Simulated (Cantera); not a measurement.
Input (Python, Cantera) and output of one run.

```python
import numpy as np
import cantera as ct

gas_names = """
    B BH BH2 BH3 BN BO BO2 B2 B2O B2O2 B2O3 B3O3H3 H HBO HBO2 HNO HNO2 HNO3 HO2 H2 H2O H2O2 H3B3O6 N NH
    NH2 NH3 NH2OH NO NO2 NO3 N2 N2H2 N2H4 N2O O OH O2 O3
""".split()
cond_names = """
    B(b) B(L) BN(s) B2O3(L) B3O3H3(cr) H2O(s) H2O(L)
""".split()


# ... load() reads the species with a 1 bar reference pressure and builds the phases ...
atoms = {
    'borazine': {'B': 3, 'N': 3, 'H': 6},
    'H2O': {'H': 2, 'O': 1},
    'H2': {'H': 2},
}
top_T = {'BN(s)': 3200}  # K; cautious upper limits of use, not melting points


# ... equilibrate(T, P, feed) seeds the gas with the atoms and calls Mixture.equilibrate('TP', solver="vcs", rtol=1e-11, max_steps=5000) ...
results = []
feed = {'borazine': 1, 'H2O': 0.22, 'H2': 23}  # mol
P = 23  # Pa
for T in [1275, 1375, 1475, 1575, 1675, 1775, 1875, 1975, 2075, 2175]:
    mix = equilibrate(T, P, feed)
    results.append((T, P, feed, dict(zip(mix.species_names, mix.species_moles))))

top = {s: max(r[3][s] / sum(r[3][g] for g in gas_names) for r in results) for s in gas_names}
cols = sorted((s for s in top if top[s] > 0.0001), key=lambda s: -top[s])[:6]
seen = [c for c in cond_names if any(r[3].get(c, 0) > 1e-12 for r in results)]
print("log10 of partial pressures in bar; condensed amounts in mol")
print(f"{'T/K':>10s}" + "".join(f"{s[:9]:>10s}" for s in cols + seen))
for T, P, feed, n in results:
    ng = sum(n[g] for g in gas_names)
    print(f"{T:10.4g}" + "".join(f"{np.log10(max(n[s] / ng * P / 1e5, 1e-99)):10.3f}" for s in cols)
          + "".join(f"{n.get(c, 0):10.4g}" for c in seen))
```

Output:

```
log10 of partial pressures in bar; condensed amounts in mol
       T/K        H2         H        N2         B       HBO        BO      B(b)     BN(s)   B2O3(L)
      1275    -3.641    -7.953    -6.181   -17.721    -6.381    -9.115         0     2.849   0.02269
      1375    -3.643    -7.287    -6.081   -15.362    -5.928    -8.071         0     2.809         0
      1475    -3.644    -6.709    -6.029   -13.307    -5.796    -7.429         0     2.785         0
      1575    -3.645    -6.204    -6.021   -11.497    -5.784    -6.972         0      2.78         0
      1675    -3.647    -5.759    -6.019    -9.902    -5.809    -6.607         0     2.779         0
      1775    -3.655    -5.366    -5.574    -8.711    -5.874    -6.322    0.4002     2.376         0
      1875    -3.685    -5.026    -4.916    -7.840    -6.003    -6.128     2.772         0         0
      1975    -3.705    -4.717    -4.926    -7.058    -6.156    -5.995     2.757         0         0
      2075    -3.743    -4.446    -4.944    -6.353    -6.351    -5.922       2.7         0         0
      2175    -3.810    -4.216    -4.974    -5.714    -6.584    -5.897     2.472         0         0
```

Cantera equilibrium calculation (NASA polynomials, part measured and part estimated; ideal gas, pure solids and liquids). The feed counts by its element totals alone. Mutual solubility and eutectic melting of coexisting phases are not modelled. The tables' values for BH2 are old estimates; treat these amounts as uncertain.
